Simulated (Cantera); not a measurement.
A closed system holds: 1 mol KCl, 2 mol HF, 81 mol H2, equilibrated at 773 K and 0.370 Pa.

These are equilibrium values from Cantera (NASA tables, ideal gas, pure condensed phases), not measurements of a reactor. Candidate condensed phases: K, KCl, KF, KHF2; 23 gas species. Equilibrium is a limit: real reactors are often held back by kinetics, nucleation or transport.

Base state: H2 0.965, HF 0.0237, KCl 0.0102, K2Cl2 0.000798, HCl 8.01e-5, KF 7.91e-5 (mole fractions); condensed: gas only.

**Question.** What changes in the equilibrium state with this change: pressure from 0.370 Pa to 1.10 Pa?

**Answer.** 
| species | before | after |
|---|---|---|
| H2 | 0.965 | 0.968 |
| HF | 0.0237 | 0.0238 |
| KCl | 0.0102 | 0.00693 |
| K2Cl2 | 0.000798 | 0.00109 |
| KF | 7.91e-5 | 6.47e-5 |
| HCl | 8.01e-5 | 6.66e-5 |
| KCl(s), mol | 0 | 0.232 |

**Question.** What changes in the equilibrium state with this change: pressure from 0.370 Pa to 3.00 Pa?

**Answer.** 
```json
[
 {"species": "H2", "before": "0.965", "after": "0.973"},
 {"species": "HF", "before": "0.0237", "after": "0.0240"},
 {"species": "KCl", "before": "0.0102", "after": "0.00254"},
 {"species": "K2Cl2", "before": "0.000798", "after": "0.000399"},
 {"species": "KF", "before": "7.91e-5", "after": "3.89e-5"},
 {"species": "HCl", "before": "8.01e-5", "after": "4.08e-5"},
 {"species": "KCl(s), mol", "before": "0", "after": "0.719"}
]
```
